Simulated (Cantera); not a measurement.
Charge: 1 mol SiC, 0.013 mol N2O, 370 mol N2, equilibrated at 1 atm.

Method: chemical equilibrium by Gibbs-energy minimisation in Cantera with the NASA 1993 tables (ideal gas, pure condensed phases). Candidate condensed phases: C, Si, SiC, SiO2, Si2N2O, Si3N4; 34 gas species. Mutual solubility and eutectic melting of coexisting phases are not modelled. The numbers say what is thermodynamically allowed, not how fast it happens. All values below are at 1375 K.

Base state: N2 1.000 (mole fractions); condensed: C(graphite) + Si2N2O(s) + Si3N4(s).

Task: What changes in the equilibrium state with this change: SiC replaced by Si3N4?

Result: 
| species | before | after |
|---|---|---|
| N2 | 1.000 | 1.00 |
| C(graphite), mol | 0.997 | 0 |
| Si2N2O(s), mol | 0.0100 | 0.0130 |
| Si3N4(s), mol | 0.327 | 0.991 |
